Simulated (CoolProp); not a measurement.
Vapour-liquid equilibrium of n-pentane (1) + cyclohexane (2) at 371.5 K; x and y are mole fractions of (1).

Computed with CoolProp (multi-fluid Helmholtz-energy mixture model, Thol 2019 and Zhou 2014; pair parameters Bell 2016).

Task: Give the bubble pressure and the first vapour's composition at x = 0.275, 0.725, 0.95. Is there an azeotrope?

Result: x = 0.275: 2.848 bar, y = 0.550; x = 0.725: 4.606 bar, y = 0.879; x = 0.95: 5.506 bar, y = 0.980. No azeotrope shows between x = 0.05 and 0.95.

The pair parameters rest on a limited set of measurements; away from them the model extrapolates.
